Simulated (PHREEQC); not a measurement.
Make-up at 25 °C: 43 mmol/kgw H3PO4 and 0.052 mmol/kgw NaOH. Closed to the air; pH follows from the charge balance.

Model: ion-association model, phreeqc.dat, run in PHREEQC.

| quantity | before | after |
|---|---|---|
| pH | 1.86 | 2.32 |
| ionic strength (mol/kgw) | 0.0154 | 0.00520 |
| H2PO4- (mol/kgw) | 0.0154 | 0.00520 |
| HPO4-2 (mol/kgw) | 9.98e-8 | 8.44e-8 |

### Question
Name the change that produced these shifts.
A) temperature from 25 to 50 °C
B) H3PO4 from 0.043 to 0.0215 mol/kgw
C) NaOH replaced by Na2SO4 at the same molality
D) NaOH replaced by NaF at the same molality
E) H3PO4 from 0.043 to 0.0086 mol/kgw

### Answer
E, H3PO4 from 0.043 to 0.0086 mol/kgw

This is a speciation only: nothing precipitates in the calculation.
